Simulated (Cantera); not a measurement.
# Si + HBr + H2 (silicon etching in halogen gases)

Input: 1 mol Si, 3 mol HBr, 89 mol H2, equilibrated at 14000 Pa.

Equilibrium computed with Cantera from the NASA thermochemical tables; the gas is ideal and each condensed phase is pure. Candidate condensed phases: Br2, Si; 19 gas species. The tables' values for SiBr3 are old estimates; treat these amounts as uncertain. Rates play no part.

```csv
T (K),x H2,x HBr,x SiBr4,x SiBr2,x SiHBr3,x SiH2Br2,x Br,x SiBr3,n Si(s)
825,0.989,0.00356,0.00635,7.99e-6,0.00121,0.000107,7.70e-10,6.35e-6,0.298
875,0.987,0.00596,0.00576,2.69e-5,0.00117,0.000112,4.55e-9,1.45e-5,0.352
925,0.984,0.00927,0.00495,7.64e-5,0.00109,0.000113,2.18e-8,2.87e-5,0.427
975,0.981,0.0134,0.00394,0.000186,0.000948,0.000108,8.73e-8,4.94e-5,0.521
1025,0.978,0.0181,0.00279,0.000386,0.000754,9.62e-5,2.95e-7,7.27e-5,0.624
1075,0.974,0.0226,0.00168,0.000677,0.000528,7.88e-5,8.45e-7,8.89e-5,0.720
1125,0.972,0.0260,0.000825,0.000998,0.000318,5.81e-5,2.08e-6,8.87e-5,0.789
1175,0.970,0.0279,0.000343,0.00126,0.000168,3.93e-5,4.47e-6,7.45e-5,0.826
1225,0.970,0.0287,0.000132,0.00146,8.39e-5,2.54e-5,8.70e-6,5.67e-5,0.838
1275,0.969,0.0289,5.09e-5,0.00160,4.19e-5,1.65e-5,1.58e-5,4.17e-5,0.839
1325,0.969,0.0289,2.05e-5,0.00171,2.16e-5,1.08e-5,2.73e-5,3.07e-5,0.834
1375,0.969,0.0288,8.73e-6,0.00182,1.16e-5,7.33e-6,4.51e-5,2.29e-5,0.828
1425,0.969,0.0286,3.92e-6,0.00191,6.44e-6,5.07e-6,7.18e-5,1.74e-5,0.821
1475,0.969,0.0285,1.85e-6,0.00199,3.72e-6,3.59e-6,0.000111,1.34e-5,0.815
```
x: gas mole fraction; n: condensed amount in mol.

From 825 K to 1475 K the condensed part is Si(s). The main Si-bearing gas is SiBr4 at 825 K and SiBr2 at 1475 K. The share of Si in condensed phases is highest at 1275 K (83.9 %) and lowest at 825 K (29.8 %).
